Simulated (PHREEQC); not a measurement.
A solution holds 0.0102 mol NH3, 1.92e-05 mol H4SiO4 and 9e-05 mol H3BO3 per kg of water, at 25 °C. Closed to the air; pH follows from the charge balance.

The numbers come from PHREEQC with the ion-association model, phreeqc.dat.

Precipitation was switched off in this run.

Problem. What pH, ionic strength does the model give?

Solution. pH 10.56; ionic strength 0.000480 mol/kgw.

Problem. In which forms is Si present?

Solution. H3SiO4- 84 %, H4SiO4 15 % of the Si.
